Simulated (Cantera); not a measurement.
A perfectly stirred reactor is fed with CH3OH : O2 : N2 = 0.0048 : 0.01 : 2 (molar parts), equivalence ratio 0.72, at 0.957 atm; it is held at 1500 K, and followed from long to short residence time.

Detailed kinetics in Cantera: GRI-Mech 3.0 (53 species, 325 reactions). GRI-Mech 3.0 was tuned for natural gas; its chemistry of methanol as a main component is partial and can be far from experiment.

x: mole fraction; the columns are a selection and need not sum to one.

```csv
τ (s),x CH3OH,x O2,x CO,x H2O,x NO,x CH2O
4.7,1.13e-7,0.00139,2.02e-5,0.00473,3.81e-6,7.33e-8
1.5,2.17e-7,0.00140,4.08e-5,0.00471,3.50e-6,1.47e-7
0.46,4.00e-7,0.00143,8.33e-5,0.00467,2.89e-6,2.84e-7
0.14,(withheld),0.00148,(withheld),0.00459,2.48e-6,(withheld)
0.044,1.16e-6,0.00157,0.000308,0.00446,2.49e-6,8.79e-7
0.014,2.02e-6,0.00173,0.000531,0.00425,2.64e-6,1.54e-6
0.0043,(withheld),(withheld),(withheld),0.00398,(withheld),(withheld)
0.0013,1.08e-5,0.00230,0.00134,0.00370,1.67e-6,8.03e-6
```

### Question
Complete the blanks.

### Answer

- 0.14, x CH3OH: 6.93e-7
- 0.14, x CO: 0.000166
- 0.14, x CH2O: 5.13e-7
- 0.0043, x CH3OH: 4.12e-6
- 0.0043, x O2: 0.00196
- 0.0043, x CO: 0.000873
- 0.0043, x NO: 2.40e-6
- 0.0043, x CH2O: 3.11e-6
